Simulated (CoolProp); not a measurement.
Values from CoolProp's reference Helmholtz-energy equation of state, Lemmon 2006. It is a short technical equation, of lower accuracy than the large ones.

### Question
Give the vapour pressure (kPa), vapour density (kg/m³), enthalpy of vaporisation (kJ/kg), liquid cp (kJ/(kg K)) of saturated carbon monoxide at 87.7, 102.6 K.

### Answer
```
T (K)  p (kPa)  vapour density (kg/m³)  enthalpy of vaporisation (kJ/kg)  liquid cp (kJ/(kg K))
-----  -------  ----------------------  --------------------------------  ---------------------
87.7       192                    7.88                               206                   2.17
102.6      657                    25.5                               179                   2.35
```
